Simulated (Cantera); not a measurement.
Cantera run, input and output.

```python
import numpy as np
import cantera as ct

gas = ct.Solution("gri30.yaml")
gas.TPX = 998, 101325, {'CH4': 1, 'O2': 1.54, 'N2': 5.78, 'H2': 0.12}
reactor = ct.IdealGasConstPressureReactor(gas, energy="on", clone=False)
net = ct.ReactorNet([reactor])
net.rtol, net.atol = 1e-08, 1e-16
show = ['CH4', 'O2', 'O', 'NO2', 'HCN']
times = np.geomspace(4e-06, 9, 12)

steps = ct.SolutionArray(gas, extra=["t"])
rows = []
print(f"{'t/s':>10s}{'T/K':>9s}{'P/Pa':>11s}" + "".join(f"{s:>11s}" for s in show))
for t in times:
    while net.time < t:
        t_next = net.step()
        steps.append(gas.state, t=t_next)
    rows.append([np.interp(t, steps.t, y) for y in (steps.T, steps.P, *steps(*show).X.T)])
    print(f"{t:10.3e}{rows[-1][0]:9.1f}{rows[-1][1]:11.4g}" + "".join(f"{x:11.3e}" for x in rows[-1][2:]))
rate = np.gradient(steps.T, steps.t)
print("integrator steps:", len(steps.t))
if steps.T.max() > steps.T[0] + 200:
    print(f"time of steepest temperature rise: {steps.t[rate.argmax()]:.4e} s")
gas.TPX = 998, 101325, {'CH4': 1, 'O2': 1.54, 'N2': 5.78, 'H2': 0.12}
gas.equilibrate("HP")
print(f"equilibrium (HP): T = {gas.T:.1f} K  " + "  ".join(f"{s} {gas[s].X[0]:.3e}" for s in show))
```

It prints:

```
       t/s      T/K       P/Pa        CH4         O2          O        NO2        HCN
 4.000e-06    998.0  1.013e+05  1.185e-01  1.825e-01  3.959e-13  4.958e-35  2.645e-32
 1.512e-05    998.0  1.013e+05  1.185e-01  1.825e-01  6.827e-13  9.667e-33  4.189e-31
 5.715e-05    998.0  1.013e+05  1.185e-01  1.825e-01  1.042e-12  9.351e-31  6.498e-30
 2.160e-04    998.0  1.013e+05  1.185e-01  1.825e-01  2.453e-12  9.988e-29  1.045e-28
 8.165e-04    998.0  1.013e+05  1.185e-01  1.825e-01  8.775e-12  1.972e-26  2.227e-27
 3.086e-03    998.0  1.013e+05  1.185e-01  1.825e-01  5.725e-11  1.671e-23  1.622e-25
 1.167e-02    998.1  1.013e+05  1.185e-01  1.824e-01  3.702e-09  5.184e-18  2.489e-20
 4.409e-02   1001.5  1.013e+05  1.180e-01  1.821e-01  6.109e-09  2.049e-15  2.601e-18
 1.667e-01   2506.9  1.013e+05  1.323e-13  5.398e-04  3.479e-04  4.055e-08  5.941e-09
 6.299e-01   2505.9  1.013e+05  1.337e-13  5.330e-04  3.442e-04  4.751e-08  6.881e-09
 2.381e+00   2505.9  1.013e+05  1.337e-13  5.330e-04  3.442e-04  4.751e-08  6.881e-09
 9.000e+00   2505.9  1.013e+05  1.337e-13  5.330e-04  3.442e-04  4.751e-08  6.881e-09
integrator steps: 2677
time of steepest temperature rise: 1.5070e-01 s
equilibrium (HP): T = 2505.9 K  CH4 1.560e-13  O2 5.330e-04  O 3.442e-04  NO2 4.751e-08  HCN 6.881e-09
```

Model: GRI-Mech 3.0 (53 species, 325 reactions), integrated in Cantera. Below about 1000 K GRI-Mech 3.0 lacks low-temperature oxidation paths.
